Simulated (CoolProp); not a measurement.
Carbon monoxide along the isotherm 144.3 K: density (kg/m³) from the reference equation and from simpler models built on Tc = 132.9 K, pc = 3.498 MPa, ω = 0.050; each cubic takes its own stable root.

Values from CoolProp's reference Helmholtz-energy equation of state, Lemmon 2006. It is a short technical equation, of lower accuracy than the large ones.

| p (MPa) | phase | reference |
|---|---|---|
| 2.19 | gas | 62.59 |
| 4.37 | supercritical | 182.3 |
| 6.56 | supercritical | 405.9 |
| 8.75 | supercritical | 478.6 |
| 10.9 | supercritical | 516.1 |
| 13.1 | supercritical | 543.1 |
| 15.3 | supercritical | 564.0 |
| 17.5 | supercritical | 581.3 |
| 19.7 | supercritical | 596.0 |
| 21.9 | supercritical | 609.0 |
| 24.1 | supercritical | 620.6 |
| 26.2 | supercritical | 630.6 |
| 28.4 | supercritical | 640.2 |
| 30.6 | supercritical | 649.1 |
| 32.8 | supercritical | 657.3 |
| 35 | supercritical | 665.0 |

Problem. How far does each simpler model (ideal gas, van der Waals, Redlich-Kwong, Soave-Redlich-Kwong, Peng-Robinson) lie from the reference over these 16 states: mean and median of the absolute difference, and the worst?

Solution. 
- ideal gas: mean 27.9 %, median 22.9 %, worst -62.3 % at 144.3 K and 6.56 MPa
- van der Waals: mean 17.5 %, median 19.8 %, worst -21.0 % at 144.3 K and 35 MPa
- Redlich-Kwong: mean 2.0 %, median 1.2 %, worst -7.8 % at 144.3 K and 6.56 MPa
- Soave-Redlich-Kwong: mean 2.2 %, median 1.1 %, worst -9.3 % at 144.3 K and 6.56 MPa
- Peng-Robinson: mean 8.2 %, median 9.4 %, worst +12.5 % at 144.3 K and 35 MPa
